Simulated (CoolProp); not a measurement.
Model: reference Helmholtz-energy equation of state, Lemmon 2006, in CoolProp. It is a short technical equation, of lower accuracy than the large ones.

For C3F8 (R218), give the phase and the density (kg/m³), isothermal compressibility (1/MPa), viscosity (µPa s), Prandtl number at 283.4 K and 11600 kPa; 283.4 K and 13200 kPa.


- 283.4 K and 11600 kPa: liquid; density 1500, isothermal compressibility 0.00415, viscosity 285, Prandtl number 5.19
- 283.4 K and 13200 kPa: liquid; density 1510, isothermal compressibility 0.00389, viscosity 295, Prandtl number 5.26

Viscosity comes from a separate model (Huber 2003), an estimate that may be off by 10 % or more. Thermal conductivity comes from a separate model (Huber 2003), an estimate that may be off by 10 % or more.
